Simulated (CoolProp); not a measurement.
A Linde-Hampson liquefier for CF4 (R14): isothermal reversible compression at 320 K from 1 atm to 15 MPa, throttling to 1 atm, return gas leaving the recuperator 5 K below the feed. Each further row changes one setting.

Values from CoolProp's reference Helmholtz-energy equation of state, Platzer 1990. This equation is an older, rougher fit; its heat capacities, sound speeds and derivatives of the liquid may be far off and weren't checked against measurements.

| case | liquid yield per pass | compression work (kJ/kg of gas) |
|---|---|---|
| as stated | 0.185 | 141 |
| high pressure 30 MPa | ___ | ___ |
| warm-end temperature 350 K | ___ | ___ |
| warm-end gap 10 K | ___ | 141 |

Problem. Some entries are withheld; supply them.

Solution. 
- high pressure 30 MPa, liquid yield per pass: 0.238
- high pressure 30 MPa, compression work (kJ/kg of gas): 159
- warm-end temperature 350 K, liquid yield per pass: 0.133
- warm-end temperature 350 K, compression work (kJ/kg of gas): 158
- warm-end gap 10 K, liquid yield per pass: 0.172
